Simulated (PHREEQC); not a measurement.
Solution (20 °C): 0.0011 mol/kgw Cu(BF4)2 and 0.27 mol/kgw H2SO4. It is in equilibrium with CO2 at log p = -3.5 (atm). Otherwise closed; pH follows from the charge balance.

All values are PHREEQC results (ion-association model, wateq4f.dat), not measurements.

No solid was allowed to form.

Predict the pH.

pH 0.63.

In which forms is F present?

HF 62 %, BF4- 34 %, H2F2 2.3 %, BF3OH- 1.4 % of the F.

Species that the database lacks are ignored. Real BF4- forms and hydrolyses slowly; the run takes it at equilibrium.
